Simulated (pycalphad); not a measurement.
**Effect of Si content in Sn-Si**

All values are pycalphad results on the COST 507 light-alloy database (1999) (1 atm), not direct measurements. These are 1990s assessments: newer ones move some temperatures and phases. Amounts are mole fractions of atoms.

| alloy | liquidus (°C) | first solid | solidus (°C) | phases at 352 °C |
|---|---|---|---|---|
| Sn-0.02605Si (wt.%) | 618 | diamond (Si) | 232 | liquid 1.00, diamond (Si) under 0.01 |
| Sn-0.1092Si (wt.%) | 756 | diamond (Si) | 232 | liquid 1.00, diamond (Si) under 0.01 |
| Sn-0.1641Si (wt.%) | 802 | diamond (Si) | 232 | liquid 0.99, diamond (Si) 0.01 |
| Sn-0.2192Si (wt.%) | 837 | diamond (Si) | 232 | liquid 0.99, diamond (Si) 0.01 |
